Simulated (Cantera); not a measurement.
An adiabatic, constant-pressure homogeneous reactor starts with 14.2 % H2, 17.7 % O2, 66.7 % N2, 0.326 % NO, 1.04 % H2O, at 1175 K and 7500 Torr.

Detailed kinetics in Cantera: GRI-Mech 3.0 (53 species, 325 reactions). The hydrogen kinetics of GRI-Mech 3.0 are dated; newer H2 mechanisms differ, most at raised pressure. The mechanism lacks 2 NO + O2 → 2 NO2 and HONO, so NO2 and the effect of NO are under-described below about 1400 K.

x: mole fraction; the columns are a selection and need not sum to one.

```tsv
t (s)	T (K)	x H2	x O2	x NO	x HO2	x OH
3.00e-6	1175	0.142	0.177	0.00326	2.09e-7	1.23e-8
7.98e-6	1175	0.142	0.177	0.00325	9.24e-6	5.49e-7
2.12e-5	2111	0.00188	0.112	0.00340	4.26e-5	0.00863
5.64e-5	2171	0.000146	0.114	0.00343	7.67e-6	0.00273
0.000150	2171	0.000146	0.114	0.00344	7.67e-6	0.00273
0.000399	2171	0.000146	0.114	0.00345	7.67e-6	0.00273
0.00106	2171	0.000146	0.114	0.00348	7.66e-6	0.00273
0.00282	2171	0.000146	0.114	0.00356	7.66e-6	0.00273
0.00751	2171	0.000145	0.114	0.00377	7.64e-6	0.00272
0.0200	2170	0.000144	0.113	___	7.60e-6	0.00271
0.0531	2167	0.000142	0.113	___	7.51e-6	0.00268
0.141	2164	0.000140	0.112	___	7.38e-6	0.00263
0.376	2161	0.000138	0.112	0.00796	7.30e-6	0.00261
1.00	2161	0.000138	0.111	0.00804	7.30e-6	0.00260
```

Problem. What belongs in the gaps?

Solution. 
- 0.0200, x NO: 0.00428
- 0.0531, x NO: 0.00539
- 0.141, x NO: 0.00701
